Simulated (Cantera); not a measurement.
A diamond (100) surface in a fixed gas of H2 with x(CH4) = 0.0026, x(H) = 0.00053, x(CH3) = 3.8e-05, at 1250 K; coverages are run to steady state.

Computed with Cantera and the Harris–Goodwin 1993 mechanism for the reconstructed diamond (100) surface.

θ: site fractions in the mechanism's names (c6HH fully hydrogenated, c6H* and c6*H radical sites, c6** diradical, c6HM methylated).

| P (Pa) | growth (µm/h) | θ c6HH | θ c6H* | θ c6*H | θ c6** | θ c6HM |
|---|---|---|---|---|---|---|
| 770 | 0.0113 | 0.471 | 0.0402 | 0.468 | 0.0195 | (withheld) |
| 1300 | 0.0227 | 0.472 | 0.0402 | 0.468 | 0.0195 | (withheld) |
| 2100 | 0.0416 | 0.471 | 0.0402 | 0.468 | 0.0194 | (withheld) |
| 3600 | 0.0812 | 0.471 | 0.0402 | 0.468 | 0.0194 | (withheld) |
| 6000 | 0.155 | 0.471 | 0.0402 | 0.468 | 0.0194 | (withheld) |
| 9900 | 0.299 | 0.471 | 0.0402 | 0.468 | 0.0194 | (withheld) |
| 17000 | 0.636 | 0.471 | 0.0402 | 0.468 | 0.0194 | (withheld) |
| 28000 | 1.34 | 0.471 | 0.0401 | 0.467 | 0.0194 | (withheld) |

Question: Complete the blanks.

Answer: 
- 770, θ c6HM: 2.73e-5
- 1300, θ c6HM: 4.75e-5
- 2100, θ c6HM: 7.83e-5
- 3600, θ c6HM: 0.000136
- 6000, θ c6HM: 0.000227
- 9900, θ c6HM: 0.000372
- 17000, θ c6HM: 0.000627
- 28000, θ c6HM: 0.000999
